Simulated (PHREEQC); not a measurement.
Dissolve 0.017 mol/kgw H2SO4 and 0.0032 mol/kgw CuSO4 at 25 °C. Closed to the air; pH follows from the charge balance.

The numbers come from PHREEQC with the ion-association model, wateq4f.dat.

```json
{
 "pH": "1.69",
 "ionic_strength": "0.0391 mol/kgw",
 "total_alkalinity": "-34.0 meq/kg"
}
```

```tsv
species	molality	activity	log γ
H+	0.0236	0.0204	-0.064
HSO4-	0.0104	0.00866	-0.078
SO4-2	0.00883	0.00437	-0.306
Cu+2	0.00220	0.00113	-0.290
CuSO4	0.000997	0.00101	0.004
```

No solid was allowed to form.
